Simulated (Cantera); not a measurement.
Ignition delay

Mixture: CO : H₂ : CH₄ : O₂ : N₂ = 1 : 0.67 : 0.82 : 3.13 : 11.8 (molar parts), equivalence ratio 0.79, at 16.0 bar, adiabatic and at constant pressure. Ignition delay is the time to a rise of 400 K.

Computed with Cantera and GRI-Mech 3.0 (53 species, 325 reactions). The pressure lies above the range GRI-Mech 3.0 was tuned for (to about 10 atm).

```json
[
 {"T0 (K)": "1298", "delay (ms)": "0.0646"},
 {"T0 (K)": "1373", "delay (ms)": "0.0351"},
 {"T0 (K)": "1448", "delay (ms)": "0.0209"},
 {"T0 (K)": "1523", "delay (ms)": "0.0132"},
 {"T0 (K)": "1598", "delay (ms)": "0.00872"},
 {"T0 (K)": "1673", "delay (ms)": "0.00593"}
]
```

| Item | Value |
|---|---|
| apparent activation energy between 1523 and 1673 K | 110 kJ/mol |
